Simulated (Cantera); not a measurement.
An isothermal, constant-pressure homogeneous reactor starts with N2O : H2 : N2 = 1 : 0.0022 : 0.62 (molar parts), at 1498 K and 1330 Pa.

Detailed kinetics in Cantera: GRI-Mech 3.0 (53 species, 325 reactions). GRI-Mech 3.0 was tuned for natural gas; its chemistry of N2O as a main component is partial and can be far from experiment. Radical loss at walls, strong at low pressure, is not modelled. The temperature is held fixed by assumption; the heat of reaction is taken as removed at once.

x: mole fraction; the columns are a selection and need not sum to one.

```
t (s)        x N2O     x H2    x HO2      x OH      x NO     x H2O      x H
--------  --------  -------  -------  --------  --------  --------  -------
0.000400     0.616  0.00135  8.89e-8   5.59e-6   1.96e-5   5.01e-7  3.30e-7
0.000872     0.616  0.00134  6.64e-7   1.80e-5   6.38e-5   3.89e-6  5.83e-7
0.00190      0.615  0.00131  3.59e-6   4.49e-5  0.000172   2.42e-5  9.85e-7
0.00414      0.614        …  1.13e-5   8.64e-5  0.000408  0.000118  1.49e-6
0.00902      0.611        …  1.52e-5  0.000115  0.000911  0.000404  1.46e-6
0.0197       0.604        …  1.11e-5  0.000102   0.00199  0.000841  7.65e-7
0.0428       0.590        …  5.47e-6   7.22e-5   0.00435   0.00117  2.64e-7
0.0934       0.562        …  2.13e-6   5.16e-5   0.00939   0.00128  1.07e-7
0.203        0.506        …  9.35e-7   4.83e-5    0.0195   0.00127  9.20e-8
0.443        0.406        …  4.19e-7   4.97e-5    0.0376   0.00122  1.08e-7
0.966        0.258        …  1.60e-7   4.92e-5    0.0643   0.00115  1.39e-7
2.11         0.103        …  4.64e-8   4.76e-5    0.0918   0.00107  1.94e-7
4.59        0.0159        …  9.75e-9   4.50e-5     0.107   0.00102  2.30e-7
10.0      0.000552        …  5.25e-9   2.92e-5     0.109   0.00102  6.70e-8
```

Problem. Complete the blanks.

Solution. 
- 0.00414, x H2: 0.00118
- 0.00902, x H2: 0.000882
- 0.0197, x H2: 0.000452
- 0.0428, x H2: 0.000136
- 0.0934, x H2: 1.82e-5
- 0.203, x H2: 4.52e-7
- 0.443, x H2: 7.95e-8
- 0.966, x H2: 9.28e-8
- 2.11, x H2: 1.24e-7
- 4.59, x H2: 1.49e-7
- 10.0, x H2: 6.73e-8
